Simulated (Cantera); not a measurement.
# Thermodynamics of boron, boron nitride and boron oxide, feed B2O3 + O2

Feed: 1 mol B2O3, 5.4 mol O2, held at 25.0 Pa.

These are equilibrium values from Cantera (NASA tables, ideal gas, pure condensed phases), not measurements of a reactor. Candidate condensed phases: B, B2O3; 10 gas species. Kinetics and transport are ignored.

```
T (K)   x O2  x B2O3   x BO2       x O      x BO   x B2O2
-----  -----  ------  ------  --------  --------  -------
1575   0.838   0.150  0.0116  0.000620   1.77e-6  5.04e-9
1600   0.837   0.149  0.0136  0.000839   2.88e-6  7.88e-9
1625   0.835   0.148  0.0159   0.00113   4.62e-6  1.21e-8
1650   0.834   0.146  0.0184   0.00150   7.31e-6  1.84e-8
1675   0.832   0.145  0.0212   0.00197   1.14e-5  2.76e-8
1700   0.830   0.143  0.0243   0.00258   1.75e-5  4.08e-8
1725   0.828   0.141  0.0277   0.00334   2.65e-5  5.96e-8
1750   0.825   0.139  0.0314   0.00430   3.97e-5  8.58e-8
1775   0.822   0.137  0.0355   0.00549   5.87e-5  1.22e-7
1800   0.819   0.134  0.0400   0.00696   8.58e-5  1.72e-7
1825   0.815   0.131  0.0447   0.00877  0.000124  2.39e-7
1850   0.811   0.128  0.0498    0.0110  0.000177  3.28e-7
1875   0.806   0.125  0.0553    0.0137  0.000250  4.47e-7
1900   0.800   0.122  0.0610    0.0169  0.000349  6.01e-7
```
x: gas mole fraction; nothing condenses.

From 1575 K to 1900 K nothing is condensed. The main B-bearing gas is B2O3 throughout.
